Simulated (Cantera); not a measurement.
Cantera run:

```python
import numpy as np
import cantera as ct

gas_names = [...]  # 151 gases of nasa_gas.yaml made of C, H, N, O, Si
cond_names = """
    C(gr) C6H6(L) C7H8(L) C8H18(L),n-octa H2O(s) H2O(L) Si(cr) Si(L) SiC(b) SiO2(Lqz) SiO2(hqz) SiO2(L)
    Si2N2O(s) Si3N4(a)
""".split()


# ... load() reads the species with a 1 bar reference pressure and builds the phases ...
atoms = {
    'TEOS': {'Si': 1, 'C': 8, 'H': 20, 'O': 4},
    'O2': {'O': 2},
    'N2': {'N': 2},
}
top_T = {'C(gr)': 4500, 'SiC(b)': 3050, 'Si2N2O(s)': 2100, 'Si3N4(a)': 2400}  # K; cautious upper limits of use, not melting points


# ... equilibrate(T, P, feed) seeds the gas with the atoms and calls Mixture.equilibrate('TP', solver="vcs", rtol=1e-11, max_steps=5000) ...
results = []
feed = {'TEOS': 1, 'O2': 0.18, 'N2': 45}  # mol
T = 923.15  # K
P = 10000  # Pa
mix = equilibrate(T, P, feed)
results.append((T, P, feed, dict(zip(mix.species_names, mix.species_moles))))
x = sorted(zip(gas.X, gas.species_names), reverse=True)
print(f"T = {T:g} K  P = {P:g} Pa  gas = {mix.phase_moles(0):.4g} mol")
print("   x: " + "  ".join(f"{s} {v:.3e}" for v, s in x if v > 1e-05))
print("   condensed (mol): " + ("  ".join(f"{mix.phase(i).name} {mix.phase_moles(i):.4g}"
      for i in range(1, mix.n_phases) if mix.phase_moles(i) > 1e-12) or "none"))
```

Output:

```
T = 923.15 K  P = 10000 Pa  gas = 57.23 mol
   x: N2 7.863e-01  H2 1.723e-01  CO 3.923e-02  H2O 1.041e-03  CH4 6.893e-04  CO2 4.837e-04
   condensed (mol): C(gr) 5.688  SiO2(hqz) 1
```

Method: chemical equilibrium by Gibbs-energy minimisation in Cantera with the NASA 1993 tables (ideal gas, pure condensed phases). The feed counts by its element totals alone.
